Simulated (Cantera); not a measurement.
Charge: 1 mol TiN, 26 mol HCl, held at 1300 °C and 0.140 bar.

Method: chemical equilibrium by Gibbs-energy minimisation in Cantera with the NASA 1993 tables (ideal gas, pure condensed phases). The tables' values for TiCl₂ are old estimates; treat these amounts as uncertain. Kinetics and transport are ignored.

| species | before | after |
|---|---|---|
| HCl | 0.869 | 0.863 |
| H₂ | 0.0723 | 0.0782 |
| TiCl₄ | 0.0274 | 0.0387 |
| TiCl₃ | 0.0116 | 0.000499 |
| N₂ | 0.0195 | 0.0196 |
| TiCl₂ | 1.27e-5 | 1.89e-9 |
| H | 2.93e-5 | 5.57e-8 |
| Cl | 0.000280 | 5.42e-7 |
Gas species are given as mole fractions.

Q: Which change was made?
A. temperature from 1300 °C to 877 °C
B. temperature from 1300 °C to 1075 °C
C. HCl from 26 to 7.8 mol
D. temperature from 1300 °C to 1427 °C

A: A, temperature from 1300 °C to 877 °C
